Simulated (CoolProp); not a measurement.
Vapour-liquid equilibrium of propane (1) + R152A (2) at 0.0291 MPa; x and y are mole fractions of (1).

The numbers come from the multi-fluid Helmholtz-energy mixture model, Lemmon 2009 and Outcalt 1996; pair parameters Bell 2016 in CoolProp.

```tsv
x	bubble temperature, mixture model (°C)	bubble temperature, Raoult's law (°C)	y, mixture model	y, Raoult's law
0.05	-57.5	-50.3	…	0.120
0.2	-66.9	-53.9	0.715	0.401
0.35	-68.7	-57.1	0.760	0.598
0.5	-68.8	-59.8	0.765	0.740
0.65	-68.8	-62.3	0.765	0.844
0.8	-68.9	-64.4	0.786	0.923
0.95	…	-66.4	…	0.983
```

Task: Fill in the missing entries.

Result: 
- 0.05, y, mixture model: 0.419
- 0.95, bubble temperature, mixture model (°C): -68.1
- 0.95, y, mixture model: 0.899

The largest gap from Raoult's law is -13.0 K in bubble temperature, at x = 0.2. y crosses x between x = 0.65 and 0.8: the model has an azeotrope there.

Pair parameters are fitted to limited data, so mixtures are less certain than the pure fluids. With so large a gap from Raoult's law the liquid may split in two, which this calculation doesn't test in full.
